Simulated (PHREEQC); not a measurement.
Nickel, zinc or cadmium bath: speciation

Solution (25 °C): 0.0036 mol/kgw CdSO4 and 0.0014 mol/kgw Na2SO4. Closed to the air; pH follows from the charge balance.

The numbers come from PHREEQC with the ion-association model, wateq4f.dat.

Precipitation was switched off in this run.

**Question.** Predict the pH, ionic strength.

**Answer.** pH 6.47; ionic strength 0.0141 mol/kgw.

**Question.** In which forms is Na present?

**Answer.** Na+ 99 %, NaSO4- 1.2 % of the Na.
